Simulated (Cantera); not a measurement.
A closed system holds: 1 mol Al(CH3)3, 8.3 mol N2, held at 1027 °C and 0.133 bar.

Cantera equilibrium calculation (NASA polynomials, part measured and part estimated; ideal gas, pure solids and liquids). Candidate condensed phases: Al, AlN, C, C6H6, C7H8, C8H18; 97 gas species. The feed counts by its element totals alone. The numbers say what is thermodynamically allowed, not how fast it happens.

Base state: N2 0.634, H2 0.366, CH4 0.000140, HCN 9.97e-5 (mole fractions); condensed: AlN(s) + C(graphite).

Q: What changes in the equilibrium state with this change: temperature from 1027 °C to 475 °C?

A: 
```csv
species,before,after
N2,0.634,0.659
H2,0.366,0.301
CH4,0.000140,0.0398
HCN,9.97e-5,1.03e-8
NH3,2.91e-6,9.31e-5
"AlN(s), mol",1.00,1.00
"C(graphite), mol",3.00,2.53
```
